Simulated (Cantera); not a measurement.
Input: 1 mol SiH4, 0.32 mol H2O, 2.9 mol H2, at 1648 K and 13300 Pa.

Cantera equilibrium calculation (NASA polynomials, part measured and part estimated; ideal gas, pure solids and liquids). Mutual solubility and eutectic melting of coexisting phases are not modelled. The tables hold silica as quartz up to 1696 K and as liquid above; real silica turns to tridymite and cristobalite and melts near 1996 K. Rates play no part.

```
species                before     after
-------------------  --------  --------
H2                      0.955     0.908
H2O                   1.33e-5    0.0921
H                    0.000238  0.000232
SiO                    0.0448   6.16e-6
Si(s), mol              0.717         0
SiO2(β-quartz), mol    0.0375     1.000
```
Gas species are given as mole fractions.

Problem. Which change was made?
A) temperature from 1648 K to 1925 K
B) pressure from 13300 Pa to 22000 Pa
C) H2O from 0.32 to 2.7 mol
D) temperature from 1648 K to 2100 K

Solution. C, H2O from 0.32 to 2.7 mol. Gases not in the tables: Si(OH)4
